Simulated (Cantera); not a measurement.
**CH3OH + O2 + H2 (carbon deposition, reforming and gasification)**

A closed system holds: 1 mol CH3OH, a varied amount of O2, 1.1 mol H2, held at 2223.15 K and 5.20 bar.

Cantera equilibrium calculation (NASA polynomials, part measured and part estimated; ideal gas, pure solids and liquids). Candidate condensed phases: C, C6H6, C7H8, C8H18, H2O; 110 gas species. The numbers say what is thermodynamically allowed, not how fast it happens.

| n(O2) (mol) | log p H2 | log p CO | log p H2O | log p CO2 |
|---|---|---|---|---|
| 0.016 | 0.59 | 0.10 | -1.42 | -2.63 |
| 0.021 | 0.59 | 0.10 | -1.30 | -2.51 |
| 0.027 | 0.59 | 0.10 | -1.19 | -2.40 |
| 0.034 | 0.58 | 0.10 | -1.09 | -2.30 |
| 0.044 | 0.58 | 0.10 | -0.98 | -2.19 |
| 0.057 | 0.58 | 0.10 | -0.87 | -2.07 |
| 0.073 | 0.57 | 0.10 | -0.76 | -1.96 |
| 0.094 | 0.57 | 0.10 | -0.65 | -1.85 |
| 0.12 | 0.56 | 0.10 | -0.54 | -1.74 |
| 0.16 | 0.55 | 0.09 | -0.42 | -1.60 |
| 0.2 | 0.54 | 0.09 | -0.32 | -1.50 |
| 0.26 | 0.52 | 0.09 | -0.21 | -1.37 |
| 0.34 | 0.49 | 0.08 | -0.10 | -1.24 |
log p: log10 of the partial pressure in bar; nothing condenses.

From 0.016 mol O2 to 0.34 mol O2 nothing is condensed. The main C-bearing gas is CO throughout.
